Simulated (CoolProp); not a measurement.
Vapour-liquid equilibrium of benzene (1) + n-heptane (2) at 460.8 K; x and y are mole fractions of (1).

Values from CoolProp's multi-fluid Helmholtz-energy mixture model, Thol 2012 and Span 2003; pair parameters Bell 2016.

Task: Give the bubble pressure and the first vapour's composition at x = 0.05, 0.65, 0.8. Is there an azeotrope?

Result: x = 0.05: 815.7 kPa, y = 0.074; x = 0.65: 1095 kPa, y = 0.707; x = 0.8: 1137 kPa, y = 0.828. No azeotrope shows between x = 0.05 and 0.95.

Pair parameters are fitted to limited data, so mixtures are less certain than the pure fluids.
